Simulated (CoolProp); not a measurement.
C3F8 (R218) at 293.15 K and 7.9 MPa flows at 0.22 m/s in a round tube of 50 mm bore and 1.5 µm roughness, fully developed (64/Re and Nu = 3.66 if laminar; Colebrook and Gnielinski if turbulent). Each further row changes one setting.

Values from CoolProp's reference Helmholtz-energy equation of state, Lemmon 2006. It is a short technical equation, of lower accuracy than the large ones.

```json
[
 {"case": "as stated", "Reynolds number": "68300", "Darcy friction factor": "0.0196", "pressure drop (Pa/m)": "13.6", "heat-transfer coefficient (W/(m² K))": "381", "mass flow (kg/h)": "2230"},
 {"case": "velocity 0.44 m/s", "Reynolds number": "137000", "Darcy friction factor": "0.0171", "pressure drop (Pa/m)": "47.3", "heat-transfer coefficient (W/(m² K))": "692", "mass flow (kg/h)": "4450"},
 {"case": "diameter 100 mm", "Reynolds number": "137000", "Darcy friction factor": "0.0170", "pressure drop (Pa/m)": "5.88", "heat-transfer coefficient (W/(m² K))": "344", "mass flow (kg/h)": "8910"}
]
```

Viscosity comes from a separate model (Huber 2003), an estimate that may be off by 10 % or more. Thermal conductivity comes from a separate model (Huber 2003), an estimate that may be off by 10 % or more.
